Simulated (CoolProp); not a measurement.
The numbers come from the reference Helmholtz-energy equation of state, Thol 2018 in CoolProp.

**Question.** For hydrogen chloride, give the phase and the density (kg/m³), cp (kJ/(kg K)), isothermal compressibility (1/MPa), fugacity coefficient at 367.6 K and 312 bar.

**Answer.** 
- 367.6 K and 312 bar: supercritical; density 729, cp 1.98, isothermal compressibility 0.0115, fugacity coefficient 0.402
